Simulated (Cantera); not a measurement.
A Cantera script and its output.

```python
import numpy as np
import cantera as ct

gas = ct.Solution("gri30.yaml")
gas.TPX = 400, 1000000, {'CO': 1, 'H2': 0.094, 'O2': 0.842, 'N2': 3.16}
inlet = ct.Reservoir(gas, clone=True)
gas.equilibrate("HP")  # start burning
reactor = ct.IdealGasConstPressureReactor(gas, energy="on", clone=False)
exhaust = ct.Reservoir(gas, clone=True)
tau = [0.087, 0.048, 0.026, 0.014, 0.0077, 0.0042, 0.0023, 0.0013, 0.00069, 0.00038, 0.00021, 0.00011, 6.1e-05][0]
for a, b in ((inlet, reactor), (reactor, exhaust)):
    ct.MassFlowController(a, b, mdot=lambda t: reactor.mass / tau)
net = ct.ReactorNet([reactor])
show = ['CO', 'H2', 'O2', 'N2O', 'OH', 'NO2']

rows = []
print(f"{'tau/s':>10s}{'T/K':>9s}" + "".join(f"{s:>11s}" for s in show))
for tau in [0.087, 0.048, 0.026, 0.014, 0.0077, 0.0042, 0.0023, 0.0013, 0.00069, 0.00038, 0.00021, 0.00011, 6.1e-05]:
    net.initial_time = 0.0
    net.advance(30 * tau)
    before = gas.X
    net.advance(40 * tau)
    drift = np.max(np.abs(gas.X - before) / (gas.X + 1e-9))
    rows.append([gas.T, *gas[show].X, drift])
    print(f"{tau:10.3e}{gas.T:9.1f}" + "".join(f"{x:11.3e}" for x in gas[show].X))
```

Result:

```
     tau/s      T/K         CO         H2         O2        N2O         OH        NO2
 8.700e-02   2128.5  1.313e-03  2.279e-05  6.421e-02  1.049e-06  7.579e-04  5.365e-06
 4.800e-02   2127.9  1.549e-03  2.613e-05  6.459e-02  1.166e-06  8.026e-04  4.079e-06
 2.600e-02   2125.6  1.947e-03  3.181e-05  6.495e-02  1.364e-06  8.719e-04  3.207e-06
 1.400e-02   2121.1  2.591e-03  4.105e-05  6.533e-02  1.679e-06  9.728e-04  2.700e-06
 7.700e-03   2113.9  3.544e-03  5.476e-05  6.579e-02  2.117e-06  1.103e-03  2.431e-06
 4.200e-03   2103.0  4.972e-03  7.520e-05  6.641e-02  2.693e-06  1.268e-03  2.247e-06
 2.300e-03   2087.2  7.010e-03  1.041e-04  6.726e-02  3.340e-06  1.460e-03  2.047e-06
 1.300e-03   2066.4  9.693e-03  1.414e-04  6.838e-02  3.916e-06  1.657e-03  1.787e-06
 6.900e-04   2034.7  1.379e-02  1.967e-04  7.009e-02  4.371e-06  1.878e-03  1.418e-06
 3.800e-04   1993.7  1.908e-02  2.641e-04  7.231e-02  4.542e-06  2.059e-03  1.054e-06
 2.100e-04   1938.4  2.626e-02  3.473e-04  7.539e-02  4.479e-06  2.170e-03  7.419e-07
 1.100e-04   1850.6  3.788e-02  4.603e-04  8.056e-02  4.229e-06  2.114e-03  4.800e-07
 6.100e-05   1685.0  6.101e-02  6.388e-04  9.162e-02  3.807e-06  1.521e-03  2.458e-07
```

Model: GRI-Mech 3.0 (53 species, 325 reactions), integrated in Cantera. The hydrogen kinetics of GRI-Mech 3.0 are dated; newer H2 mechanisms differ, most at raised pressure.
